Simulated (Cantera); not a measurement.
Cantera run:

```python
import numpy as np
import cantera as ct

gas_names = """
    CL CL2 H HCL H2 N NH NH2 NH3 N2 N2H2 N2H4 Si SiCL SiCL2 SiCL3 SiCL4 SiH SiHCL3 SiH2 SiH2CL2 SiH3
    SiH3CL SiH4 SiN Si2 Si2N Si3
""".split()
cond_names = """
    NH4CL(a) NH4CL(b) Si(cr) Si(L) Si3N4(a)
""".split()


# ... load() reads the species with a 1 bar reference pressure and builds the phases ...
atoms = {
    'Si2Cl6': {'Si': 2, 'CL': 6},
    'N2': {'N': 2},
    'H2': {'H': 2},
}
top_T = {'Si3N4(a)': 2400}  # K; cautious upper limits of use, not melting points


# ... equilibrate(T, P, feed) seeds the gas with the atoms and calls Mixture.equilibrate('TP', solver="vcs", rtol=1e-11, max_steps=5000) ...
results = []
feed = {'Si2Cl6': 1, 'N2': 1.3, 'H2': 4.8}  # mol
T = 1700  # K
P = 1300  # Pa
mix = equilibrate(T, P, feed)
results.append((T, P, feed, dict(zip(mix.species_names, mix.species_moles))))
print(gas.report(threshold=1e-06))
for i in range(1, mix.n_phases):
    print(f"{mix.phase(i).name:16s} {mix.phase_moles(i):12.5e} mol")
```

It prints:

```
       temperature   1700 K
          pressure   1300 Pa
           density   0.003193 kg/m^3
  mean mol. weight   34.717 kg/kmol
   phase of matter   gas

                          1 kg             1 kmol
                     ---------------   ---------------
          enthalpy       -1.8178e+05       -6.3108e+06  J
   internal energy       -5.8892e+05       -2.0445e+07  J
           entropy            8506.7        2.9533e+05  J/K
    Gibbs function       -1.4643e+07       -5.0837e+08  J
 heat capacity c_p            1135.6             39426  J/K
 heat capacity c_v            896.15             31112  J/K

                      mass frac. Y      mole frac. X     chem. pot. / RT
                     ---------------   ---------------   ---------------
                CL        0.00033645        0.00032949           -26.117
                 H        2.4376e-05        0.00083956            -12.09
               HCL           0.22373           0.21304           -38.208
                H2          0.024508           0.42205            -24.18
                N2           0.11563           0.14329           -32.691
                Si        2.3377e-05        2.8898e-05           -5.5149
              SiCL        0.00032068        0.00017522           -31.632
             SiCL2           0.60811           0.21328            -57.75
             SiCL3          0.024858         0.0064194           -83.867
             SiCL4         0.0018614        0.00038038           -109.98
               SiH        2.7756e-06        3.3121e-06           -17.605
            SiHCL3        0.00056883         0.0001458           -95.957
              SiH2        2.8748e-06        3.3156e-06           -29.695
           SiH2CL2        2.8352e-05        9.7452e-06            -81.93
     [  +14 minor]        3.0634e-06        1.8788e-06

Si(L)             0.00000e+00 mol
Si3N4(a)          0.00000e+00 mol
```

Equilibrium computed with Cantera from the NASA thermochemical tables; the gas is ideal and each condensed phase is pure. The feed counts by its element totals alone. The tables' values for SiCl3, SiCl are old estimates; treat these amounts as uncertain.
